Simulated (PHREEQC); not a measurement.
A column of 0.2 m (30 cells, dispersivity 0.01 m, 3600 s a shift, diffusion coefficient 3e-10 m²/s) holds 0.012 eq of the database's cation exchanger X per kg of pore water, first in equilibrium with 1.6 mmol/kgw MgCl2, 1.2 mmol/kgw Na2SO4 and 0.01 mmol/kgw HCl. It is flushed with 0.00043 mol/kgw MgCl2, 0.02 mol/kgw KCl, 0.0011 mol/kgw ZnCl2 and 1e-05 mol/kgw HCl, at 25 °C. Values are for the last cell. The system is closed to CO2. Nothing may precipitate in this run.

Model: ion-association model, phreeqc.dat, run in PHREEQC.

Predict Zn in solution (mol/kgw) at pore volumes = 2.683, 3.75.


```csv
pore volumes,Zn in solution (mol/kgw)
2.683,0.000674
3.75,0.00100
```
